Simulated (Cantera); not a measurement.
Input (Python, Cantera):

```python
import numpy as np
import cantera as ct

gas = ct.Solution("gri30.yaml")
gas.TPX = 1573, 1900000, {'CH4': 1, 'CO': 0.15, 'O2': 2.73, 'N2': 10.3, 'H2O': 1.3}
reactor = ct.IdealGasReactor(gas, energy="on", clone=False)
net = ct.ReactorNet([reactor])
net.rtol, net.atol = 1e-08, 1e-16
show = ['CH4', 'CO', 'O2', 'N2O', 'NO2']
times = np.geomspace(4e-06, 4, 10)

steps = ct.SolutionArray(gas, extra=["t"])
rows = []
print(f"{'t/s':>10s}{'T/K':>9s}{'P/Pa':>11s}" + "".join(f"{s:>11s}" for s in show))
for t in times:
    while net.time < t:
        t_next = net.step()
        steps.append(gas.state, t=t_next)
    rows.append([np.interp(t, steps.t, y) for y in (steps.T, steps.P, *steps(*show).X.T)])
    print(f"{t:10.3e}{rows[-1][0]:9.1f}{rows[-1][1]:11.4g}" + "".join(f"{x:11.3e}" for x in rows[-1][2:]))
rate = np.gradient(steps.T, steps.t)
print("integrator steps:", len(steps.t))
if steps.T.max() > steps.T[0] + 200:
    print(f"time of steepest temperature rise: {steps.t[rate.argmax()]:.4e} s")
gas.TPX = 1573, 1900000, {'CH4': 1, 'CO': 0.15, 'O2': 2.73, 'N2': 10.3, 'H2O': 1.3}
gas.equilibrate("UV")
print(f"equilibrium (UV): T = {gas.T:.1f} K  " + "  ".join(f"{s} {gas[s].X[0]:.3e}" for s in show))
```

It prints:

```
       t/s      T/K       P/Pa        CH4         CO         O2        N2O        NO2
 4.000e-06   1573.0    1.9e+06  6.455e-02  9.688e-03  1.763e-01  2.158e-10  2.204e-16
 1.857e-05   1576.5  1.904e+06  6.371e-02  9.711e-03  1.758e-01  3.375e-09  8.365e-14
 8.618e-05   2934.3  3.586e+06  9.941e-15  1.282e-02  4.255e-02  4.737e-06  9.550e-06
 4.000e-04   2915.6  3.561e+06  1.015e-14  1.274e-02  3.768e-02  5.053e-06  2.556e-05
 1.857e-03   2915.5  3.561e+06  1.015e-14  1.274e-02  3.763e-02  5.058e-06  2.570e-05
 8.618e-03   2915.5  3.561e+06  1.015e-14  1.274e-02  3.763e-02  5.058e-06  2.570e-05
 4.000e-02   2915.5  3.561e+06  1.015e-14  1.274e-02  3.763e-02  5.058e-06  2.570e-05
 1.857e-01   2915.5  3.561e+06  1.015e-14  1.274e-02  3.763e-02  5.058e-06  2.570e-05
 8.618e-01   2915.5  3.561e+06  1.015e-14  1.274e-02  3.763e-02  5.058e-06  2.570e-05
 4.000e+00   2915.5  3.561e+06  1.015e-14  1.274e-02  3.763e-02  5.058e-06  2.570e-05
integrator steps: 1971
time of steepest temperature rise: 5.4358e-05 s
equilibrium (UV): T = 2915.5 K  CH4 1.307e-14  CO 1.274e-02  O2 3.763e-02  N2O 5.058e-06  NO2 2.570e-05
```

Cantera simulation using GRI-Mech 3.0 (53 species, 325 reactions); the numbers are that mechanism's predictions, not measurements. The pressure lies above the range GRI-Mech 3.0 was tuned for (to about 10 atm).
